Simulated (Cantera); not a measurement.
Charge: 1 mol BN, 0.4 mol O2, 0.5 mol N2, at 1527 °C and 1.00 bar.

Equilibrium computed with Cantera from the NASA thermochemical tables; the gas is ideal and each condensed phase is pure. Candidate condensed phases: B, BN, B2O3; 17 gas species. Mutual solubility and eutectic melting of coexisting phases are not modelled. Kinetics and transport are ignored.

Base state: N2 0.996, B2O3 0.00343, B2O2 0.000169, BO 4.26e-5 (mole fractions); condensed: BN(s) + B2O3(l).

Q: What changes in the equilibrium state with this change: temperature from 1527 °C to 1777 °C?

A: 
```json
[
 {"species": "N2", "before": "0.996", "after": "0.916"},
 {"species": "B2O3", "before": "0.00343", "after": "0.0707"},
 {"species": "B2O2", "before": "0.000169", "after": "0.0112"},
 {"species": "BO", "before": "4.26e-5", "after": "0.00209"},
 {"species": "BO2", "before": "5.14e-7", "after": "1.86e-5"},
 {"species": "BN(s), mol", "before": "0.467", "after": "0.460"},
 {"species": "B2O3(l), mol", "before": "0.264", "after": "0.200"}
]
```
